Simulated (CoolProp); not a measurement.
Vapour-liquid equilibrium of m-xylene (1) + n-decane (2) at 192.25 °C; x and y are mole fractions of (1).

The numbers come from the multi-fluid Helmholtz-energy mixture model, Zhou 2012 and Lemmon 2006; pair parameters Bell 2016 in CoolProp.

```
x     bubble pressure (kPa)  y at the bubble point  dew pressure at overall composition x (kPa)  liquid density (mol/L)
----  ---------------------  ---------------------  -------------------------------------------  ----------------------
0.05                  167.4                  0.102                                        162.1                     ___
0.2                   197.0                  0.345                                        178.3                   4.470
0.35                  225.5                  0.526                                        197.7                   4.766
0.5                   253.8                    ___                                        221.1                   5.100
0.65                  282.3                  0.788                                        249.7                   5.478
0.8                     ___                    ___                                        285.5                     ___
0.95                  340.7                    ___                                        331.8                     ___
```

**Question.** What belongs in the gaps?

**Answer.** 
- 0.05, liquid density (mol/L): 4.206
- 0.5, y at the bubble point: 0.669
- 0.8, bubble pressure (kPa): 311.2
- 0.8, y at the bubble point: 0.889
- 0.8, liquid density (mol/L): 5.908
- 0.95, y at the bubble point: 0.974
- 0.95, liquid density (mol/L): 6.402

No azeotrope shows between x = 0.05 and 0.95.

Pair parameters are fitted to limited data, so mixtures are less certain than the pure fluids.
